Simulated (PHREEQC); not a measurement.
A solution holds 0.026 mol/kgw MgSO4 and 0.0037 mol/kgw NaHCO3, at 25 °C. Closed to the air; pH follows from the charge balance.

All values are PHREEQC results (ion-association model, phreeqc.dat), not measurements.

No solid was allowed to form.

**Question.** What pH, density, specific conductance does the model give?

**Answer.** pH 7.86; density 1.000 g/cm³; specific conductance 3290 µS/cm.

**Question.** In which forms is C present?

**Answer.** HCO3- 88 %, MgHCO3+ 7.3 %, CO2 2.2 %, MgCO3 1.6 %, CO3-2 0.6 % of the C.
